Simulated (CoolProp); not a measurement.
Vapour-liquid equilibrium of n-hexane (1) + p-xylene (2) at 0.177 MPa; x and y are mole fractions of (1).

Model: multi-fluid Helmholtz-energy mixture model, Thol 2019 and Zhou 2012; pair parameters Bell 2016, in CoolProp.

Task: Give the bubble temperature and the first vapour's composition at x = 0.35, 0.5, 0.95. Is there an azeotrope?

Result: x = 0.35: 116.8 °C, y = 0.778; x = 0.5: 107.4 °C, y = 0.866; x = 0.95: 89.2 °C, y = 0.991. No azeotrope shows between x = 0.05 and 0.95.

The pair parameters rest on a limited set of measurements; away from them the model extrapolates.
